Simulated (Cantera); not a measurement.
What does this Cantera script print?

```python
import numpy as np
import cantera as ct

gas_names = """
    C CH CH2 CH3 CH4 C2 C2H C2H2,acetylene C2H2,vinylidene C2H3,vinyl C2H4 C2H5 C2H6 C3 C3H3,propargyl
    C3H4,allene C3H4,propyne C3H4,cyclo- C3H5,allyl C3H6,propylene C3H6,cyclo- C3H7,n-propyl
    C3H7,i-propyl C3H8 C4 C4H2 C4H4,1,3-cyclo- C4H6,butadiene C4H6,2-butyne C4H6,cyclo- C4H8,1-butene
    C4H8,cis2-buten C4H8,tr2-butene C4H8,isobutene C4H8,cyclo- C4H9,n-butyl C4H9,i-butyl C4H9,s-butyl
    C4H9,t-butyl C4H10,isobutane C4H10,n-butane C5 C5H6,1,3cyclo- C5H8,cyclo- C5H10,1-pentene
    C5H10,cyclo- C5H11,pentyl C5H11,t-pentyl C5H12,n-pentane C5H12,i-pentane CH3C(CH3)2CH3 C6H2
    C6H5,phenyl C6H6 C6H10,cyclo- C6H12,1-hexene C6H12,cyclo- C6H13,n-hexyl C7H7,benzyl C7H8
    C7H14,1-heptene C7H15,n-heptyl C7H16,n-heptane C8H8,styrene C8H10,ethylbenz C8H16,1-octene
    C8H17,n-octyl C8H18,isooctane C8H18,n-octane C9H19,n-nonyl C10H8,naphthale C10H21,n-decyl
    C12H9,o-bipheny C12H10,bipheny H H2 Ti
""".split()
cond_names = """
    C(gr) C6H6(L) C7H8(L) C8H18(L),n-octa Ti(a) Ti(b) Ti(L) TiC(s) TiC(L)
""".split()


def load(file, names, dense=False):
    # The tables refer to 1 bar. Condensed volumes are neglected.
    table = {s.name: s for s in ct.Species.list_from_file(file)}
    out = []
    for n in names:
        d = dict(table[n].input_data)
        d["thermo"] = dict(d["thermo"], **{"reference-pressure": 1e5})
        if dense:
            d["equation-of-state"] = {"model": "constant-volume", "density": "1e6 g/cm^3"}
        out.append(ct.Species.from_dict(d))
    return out


gas = ct.Solution(thermo="ideal-gas", species=load("nasa_gas.yaml", gas_names))
cond = {s.name: ct.Solution(thermo="fixed-stoichiometry", species=[s], name=s.name)
        for s in load("nasa_condensed.yaml", cond_names, dense=True)}
atoms = {
    'Ti': {'Ti': 1},
    'CH4': {'C': 1, 'H': 4},
}
top_T = {'C(gr)': 4500}  # K; cautious upper limits of use, not melting points


def equilibrate(T, P, feed):
    n = {}
    for name, mol in feed.items():
        for a, k in atoms[name].items():
            n[a] = n.get(a, 0.0) + k * mol
    gas.TPX = T, P, n
    mass = sum(n.values()) * gas.mean_molecular_weight
    gas.equilibrate("TP")
    valid = [c for c in cond.values() if c.min_temp <= T <= top_T.get(c.name, c.max_temp)]
    mix = ct.Mixture([(gas, mass / gas.mean_molecular_weight)] + [(c, 0.0) for c in valid])
    mix.T, mix.P = T, P
    mix.equilibrate("TP", solver="vcs", rtol=1e-11, max_steps=5000)
    return mix


results = []
T = 1225  # K
P = 133.322  # Pa
for m in [0.32, 0.37, 0.44, 0.52, 0.61, 0.71, 0.84, 0.99, 1.2, 1.4, 1.6, 1.9, 2.2]:
    feed = {'Ti': 1, 'CH4': m}  # mol
    mix = equilibrate(T, P, feed)
    results.append((T, P, feed, dict(zip(mix.species_names, mix.species_moles))))
    x = sorted(zip(gas.X, gas.species_names), reverse=True)
    print(f"T = {T:g} K  P = {P:g} Pa  n(CH4) = {m:g} mol  gas = {mix.phase_moles(0):.4g} mol")
    print("   x: " + "  ".join(f"{s} {v:.3e}" for v, s in x if v > 1e-06))
    print("   condensed (mol): " + ("  ".join(f"{mix.phase(i).name} {mix.phase_moles(i):.4g}"
          for i in range(1, mix.n_phases) if mix.phase_moles(i) > 1e-12) or "none"))
```

Output:

```
T = 1225 K  P = 133.322 Pa  n(CH4) = 0.32 mol  gas = 0.64 mol
   x: H2 1.000e+00  H 8.535e-06
   condensed (mol): Ti(b) 0.68  TiC(s) 0.32
T = 1225 K  P = 133.322 Pa  n(CH4) = 0.37 mol  gas = 0.74 mol
   x: H2 1.000e+00  H 8.535e-06
   condensed (mol): Ti(b) 0.63  TiC(s) 0.37
T = 1225 K  P = 133.322 Pa  n(CH4) = 0.44 mol  gas = 0.88 mol
   x: H2 1.000e+00  H 8.535e-06
   condensed (mol): Ti(b) 0.56  TiC(s) 0.44
T = 1225 K  P = 133.322 Pa  n(CH4) = 0.52 mol  gas = 1.04 mol
   x: H2 1.000e+00  H 8.535e-06
   condensed (mol): Ti(b) 0.48  TiC(s) 0.52
T = 1225 K  P = 133.322 Pa  n(CH4) = 0.61 mol  gas = 1.22 mol
   x: H2 1.000e+00  H 8.535e-06
   condensed (mol): Ti(b) 0.39  TiC(s) 0.61
T = 1225 K  P = 133.322 Pa  n(CH4) = 0.71 mol  gas = 1.42 mol
   x: H2 1.000e+00  H 8.535e-06
   condensed (mol): Ti(b) 0.29  TiC(s) 0.71
T = 1225 K  P = 133.322 Pa  n(CH4) = 0.84 mol  gas = 1.68 mol
   x: H2 1.000e+00  H 8.535e-06
   condensed (mol): Ti(b) 0.16  TiC(s) 0.84
T = 1225 K  P = 133.322 Pa  n(CH4) = 0.99 mol  gas = 1.98 mol
   x: H2 1.000e+00  H 8.535e-06
   condensed (mol): Ti(b) 0.01  TiC(s) 0.99
T = 1225 K  P = 133.322 Pa  n(CH4) = 1.2 mol  gas = 2.4 mol
   x: H2 1.000e+00  CH4 1.751e-05  H 8.535e-06
   condensed (mol): C(gr) 0.2  TiC(s) 1
T = 1225 K  P = 133.322 Pa  n(CH4) = 1.4 mol  gas = 2.8 mol
   x: H2 1.000e+00  CH4 1.751e-05  H 8.535e-06
   condensed (mol): C(gr) 0.4  TiC(s) 1
T = 1225 K  P = 133.322 Pa  n(CH4) = 1.6 mol  gas = 3.2 mol
   x: H2 1.000e+00  CH4 1.751e-05  H 8.535e-06
   condensed (mol): C(gr) 0.5999  TiC(s) 1
T = 1225 K  P = 133.322 Pa  n(CH4) = 1.9 mol  gas = 3.8 mol
   x: H2 1.000e+00  CH4 1.751e-05  H 8.535e-06
   condensed (mol): C(gr) 0.8999  TiC(s) 1
T = 1225 K  P = 133.322 Pa  n(CH4) = 2.2 mol  gas = 4.4 mol
   x: H2 1.000e+00  CH4 1.751e-05  H 8.535e-06
   condensed (mol): C(gr) 1.2  TiC(s) 1
```

Method: chemical equilibrium by Gibbs-energy minimisation in Cantera with the NASA 1993 tables (ideal gas, pure condensed phases). Mutual solubility and eutectic melting of coexisting phases are not modelled. TiC: taken at fixed stoichiometry. Condensed phases not in the tables: N, O or C dissolved in the metal.
